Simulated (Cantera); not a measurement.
Input: 1 mol HBr, 0.034 mol H₂O, 9.1 mol N₂, equilibrated at 1073.15 K and 100 Torr.

These are equilibrium values from Cantera (NASA tables, ideal gas, pure condensed phases), not measurements of a reactor. Candidate condensed phases: Br₂, H₂O; 27 gas species. The numbers say what is thermodynamically allowed, not how fast it happens.

Base state: N₂ 0.898, HBr 0.0983, H₂O 0.00335, Br 0.000263, H₂ 0.000188, Br₂ 5.62e-5 (mole fractions); condensed: gas only.

Problem. What changes in the equilibrium state with this change: HBr replaced by S?

Solution. 
```
species    before     after
-------  --------  --------
N₂          0.898     0.945
S₂              0    0.0507
H₂O       0.00335   0.00184
HBr        0.0983         0
H₂S             0   0.00142
SO₂             0  0.000794
Br       0.000263         0
```
Gases not in the tables: S₃ to S₇. Further candidate phases: H₂SO₄, S.

Problem. What changes in the equilibrium state with this change: pressure from 100 Torr to 0.368 Torr?

Solution. 
```
species    before     after
-------  --------  --------
N₂          0.898     0.897
HBr        0.0983    0.0967
H₂O       0.00335   0.00335
Br       0.000263   0.00189
H₂       0.000188  0.000957
Br₂       5.62e-5   1.07e-5
```
